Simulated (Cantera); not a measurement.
A closed system holds: 1 mol SiHCl3, 0.97 mol C2H2, 250 mol H2, held at 727 °C and 7.00 mbar.

Equilibrium computed with Cantera from the NASA thermochemical tables; the gas is ideal and each condensed phase is pure. Candidate condensed phases: C, C6H6, C7H8, C8H18, Si, SiC; 109 gas species. The numbers say what is thermodynamically allowed, not how fast it happens.

Question: What is the equilibrium state?

Answer: 
```
Quantity                              Value
--------------------------------  ---------
x(H2)                                 0.987
x(HCl)                               0.0119
x(CH4)                             0.000652
n(C(graphite))                    0.775 mol
n(SiC(s))                         1.000 mol
gas amount                        252.8 mol
log10 activity of Si(s) (absent)      -3.41
```
